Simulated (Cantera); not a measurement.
## Equilibrium for silicon oxide and oxynitride deposition: TEOS + O₂

Input: 1 mol TEOS, 0.79 mol O₂, at 0.350 bar.

These are equilibrium values from Cantera (NASA tables, ideal gas, pure condensed phases), not measurements of a reactor. Candidate condensed phases: C, C₆H₆, C₇H₈, C₈H₁₈, H₂O, Si, SiC, SiO₂; 123 gas species. The feed counts by its element totals alone. The tables hold silica as quartz up to 1696 K and as liquid above; real silica turns to tridymite and cristobalite and melts near 1996 K. The numbers say what is thermodynamically allowed, not how fast it happens.

```json
[
 {"T (K)": "1048", "x H₂": "0.723", "x CO": "0.249", "x H₂O": "0.0118", "x CH₄": "0.0107", "x CO₂": "0.00483", "n C(graphite)": "4.50", "n SiO₂(β-quartz)": "1.00"},
 {"T (K)": "1098", "x H₂": "0.728", "x CO": "0.257", "x H₂O": "0.00602", "x CH₄": "0.00677", "x CO₂": "0.00212", "n C(graphite)": "4.44", "n SiO₂(β-quartz)": "1.00"},
 {"T (K)": "1148", "x H₂": "0.731", "x CO": "0.261", "x H₂O": "0.00321", "x CH₄": "0.00445", "x CO₂": "0.000968", "n C(graphite)": "4.42", "n SiO₂(β-quartz)": "1.00"},
 {"T (K)": "1198", "x H₂": "0.732", "x CO": "0.262", "x H₂O": "0.00178", "x CH₄": "0.00301", "x CO₂": "0.000468", "n C(graphite)": "4.41", "n SiO₂(β-quartz)": "1.00"},
 {"T (K)": "1248", "x H₂": "0.734", "x CO": "0.263", "x H₂O": "0.00104", "x CH₄": "0.00210", "x CO₂": "0.000239", "n C(graphite)": "4.41", "n SiO₂(β-quartz)": "1.00"},
 {"T (K)": "1298", "x H₂": "0.734", "x CO": "0.263", "x H₂O": "0.000629", "x CH₄": "0.00150", "x CO₂": "0.000129", "n C(graphite)": "4.41", "n SiO₂(β-quartz)": "1.00"},
 {"T (K)": "1348", "x H₂": "0.735", "x CO": "0.263", "x H₂O": "0.000395", "x CH₄": "0.00110", "x CO₂": "7.24e-5", "n C(graphite)": "4.41", "n SiO₂(β-quartz)": "1.000"}
]
```
x: gas mole fraction; n: condensed amount in mol.

From 1048 K to 1348 K the condensed part is C(graphite) + SiO₂(β-quartz).
